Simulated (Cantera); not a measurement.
An adiabatic, constant-pressure homogeneous reactor starts with CO : H2 : CH4 : O2 : N2 = 1 : 0.1 : 0.27 : 2.18 : 8.2 (molar parts), equivalence ratio 0.50, at 1325 K and 1.09 atm.

Detailed kinetics in Cantera: GRI-Mech 3.0 (53 species, 325 reactions).

Question: Predict: time of steepest temperature rise; temperature at 4.00 s; equilibrium temperature; x(CO) at 4.00 s; x(H2) at 4.00 s; x(NO) at 4.00 s; x(CO2) at 4.00 s.

Answer: 
| Quantity | Result |
|---|---|
| time of steepest temperature rise | 0.439 ms |
| temperature at 4.00 s | 2390 K |
| equilibrium temperature | 2390 K |
| x(CO) at 4.00 s | 0.00671 (gas-phase equilibrium 0.00671) |
| x(H2) at 4.00 s | 0.000573 (gas-phase equilibrium 0.000573) |
| x(NO) at 4.00 s | 0.0119 (gas-phase equilibrium 0.0119) |
| x(CO2) at 4.00 s | 0.106 (gas-phase equilibrium 0.106) |
